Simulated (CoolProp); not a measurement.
Water along the isobar 87.4 MPa: density (kg/m³) from the reference equation and from simpler models built on Tc = 647.1 K, pc = 22.06 MPa, ω = 0.344; each cubic takes its own stable root.

Values from CoolProp's reference Helmholtz-energy equation of state, Wagner 2002.

```
T (K)   phase  reference
-----  ------  ---------
283.9  liquid       1038
302.5  liquid       1032
321.2  liquid       1024
339.9  liquid       1015
358.5  liquid       1004
377.2  liquid      992.4
395.9  liquid      979.8
414.5  liquid      966.2
433.2  liquid      951.6
451.9  liquid      936.1
```

How far does each simpler model (van der Waals, Redlich-Kwong, Soave-Redlich-Kwong, Peng-Robinson) lie from the reference over these 10 states: mean and median of the absolute difference, and the worst?


- van der Waals: mean 50.5 %, median 50.5 %, worst -50.7 % at 377.2 K and 87.4 MPa
- Redlich-Kwong: mean 28.8 %, median 28.9 %, worst -30.0 % at 451.9 K and 87.4 MPa
- Soave-Redlich-Kwong: mean 26.8 %, median 26.9 %, worst -27.6 % at 451.9 K and 87.4 MPa
- Peng-Robinson: mean 17.9 %, median 18.0 %, worst -18.6 % at 451.9 K and 87.4 MPa
